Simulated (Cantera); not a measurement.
Feed: 1 mol C₆H₆, 0.27 mol NH₃, equilibrated at 13300 Pa.

Equilibrium computed with Cantera from the NASA thermochemical tables; the gas is ideal and each condensed phase is pure. Candidate condensed phases: C, C₆H₆, C₇H₈, C₈H₁₈; 92 gas species. The numbers say what is thermodynamically allowed, not how fast it happens.

Task: What share of the C ends up in condensed phases as a function of T (K), at 550, 600, 650, 700, 750, 800, 850, 900, 950, 1000?

Result: 
```csv
T (K),C condensed (%),as
550,73.6,C(graphite)
600,75.7,C(graphite)
650,79.2,C(graphite)
700,84.0,C(graphite)
750,89.1,C(graphite)
800,93.5,C(graphite)
850,96.3,C(graphite)
900,98.0,C(graphite)
950,98.9,C(graphite)
1000,99.3,C(graphite)
```
